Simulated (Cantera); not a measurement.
## Hydrocarbon pyrolysis for carbon deposition

An isothermal, constant-pressure homogeneous reactor starts with C2H6 : N2 = 1 : 190 (molar parts), at 1950 K and 1.43 Torr.

Cantera simulation using GRI-Mech 3.0 (53 species, 325 reactions); the numbers are that mechanism's predictions, not measurements. GRI-Mech 3.0 stops at C3 and has no aromatics, soot or wall deposition, so with more carbon than oxygen in the feed, carbon stays in small species such as C2H2 where larger ones or solid carbon would form. Radical loss at walls, strong at low pressure, is not modelled.

```json
[
 {"t (s)": "3.00e-5", "x C2H6": "0.00501", "x CH3": "0.000439", "x C2H4": "3.20e-8", "x CH2": "2.32e-9", "x HCN": "<1e-12"},
 {"t (s)": "8.02e-5", "x C2H6": "0.00467", "x CH3": "0.00113", "x C2H4": "2.90e-7", "x CH2": "4.60e-8", "x HCN": "1.81e-12"},
 {"t (s)": "0.000214", "x C2H6": "0.00385", "x CH3": "0.00273", "x C2H4": "3.74e-6", "x CH2": "7.97e-7", "x HCN": "3.63e-11"},
 {"t (s)": "0.000573", "x C2H6": "0.00228", "x CH3": "0.00560", "x C2H4": "6.56e-5", "x CH2": "1.07e-5", "x HCN": "4.08e-9"},
 {"t (s)": "0.00153", "x C2H6": "0.000490", "x CH3": "0.00750", "x C2H4": "0.000683", "x CH2": "6.61e-5", "x HCN": "1.52e-6"},
 {"t (s)": "0.00410", "x C2H6": "4.71e-6", "x CH3": "0.00454", "x C2H4": "0.00144", "x CH2": "8.16e-5", "x HCN": "2.97e-5"},
 {"t (s)": "0.0110", "x C2H6": "1.08e-7", "x CH3": "0.00138", "x C2H4": "0.000688", "x CH2": "4.26e-5", "x HCN": "8.64e-5"},
 {"t (s)": "0.0293", "x C2H6": "9.05e-9", "x CH3": "0.000382", "x C2H4": "9.84e-5", "x CH2": "1.69e-5", "x HCN": "0.000136"},
 {"t (s)": "0.0783", "x C2H6": "1.27e-9", "x CH3": "0.000138", "x C2H4": "9.38e-6", "x CH2": "6.79e-6", "x HCN": "0.000175"},
 {"t (s)": "0.209", "x C2H6": "1.89e-10", "x CH3": "5.27e-5", "x C2H4": "1.31e-6", "x CH2": "2.63e-6", "x HCN": "0.000209"},
 {"t (s)": "0.560", "x C2H6": "2.08e-11", "x CH3": "1.74e-5", "x C2H4": "1.44e-7", "x CH2": "8.77e-7", "x HCN": "0.000238"},
 {"t (s)": "1.50", "x C2H6": "<1e-12", "x CH3": "3.59e-6", "x C2H4": "7.50e-9", "x CH2": "1.87e-7", "x HCN": "0.000258"},
 {"t (s)": "4.00", "x C2H6": "<1e-12", "x CH3": "3.62e-7", "x C2H4": "1.41e-9", "x CH2": "2.10e-8", "x HCN": "0.000265"}
]
```
x: mole fraction; the columns are a selection and need not sum to one.

Equilibrium at this temperature and pressure: C2H6 <1e-12, CH3 2.80e-9, C2H4 3.42e-11, CH2 9.75e-10, HCN 0.00986 (gas phase only).
